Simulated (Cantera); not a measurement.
Input: 1 mol SiH2Cl2, 0.36 mol Cl2, 11 mol N2, equilibrated at 1050 K and 7.40 mbar.

Method: chemical equilibrium by Gibbs-energy minimisation in Cantera with the NASA 1993 tables (ideal gas, pure condensed phases). Candidate condensed phases: NH4Cl, Si, Si3N4; 28 gas species. N2 is the only nitrogen source here; it is nearly inert below about 1500 K, so the nitride shown seldom forms there in practice. The tables' values for SiCl3 are old estimates; treat these amounts as uncertain. The numbers say what is thermodynamically allowed, not how fast it happens.

Base state: N2 0.837, HCl 0.118, SiCl4 0.0245, H2 0.0206, SiCl3 0.000116, SiHCl3 4.46e-5 (mole fractions); condensed: Si3N4(s).

Question: What changes in the equilibrium state with this change: pressure from 7.40 mbar to 1 atm?

Answer: 
```csv
species,before,after
N2,0.837,0.842
HCl,0.118,0.0987
H2,0.0206,0.0301
SiCl4,0.0245,0.0293
SiCl3,0.000116,1.71e-5
SiHCl3,4.46e-5,9.29e-5
"Si3N4(s), mol",0.230,0.210
```
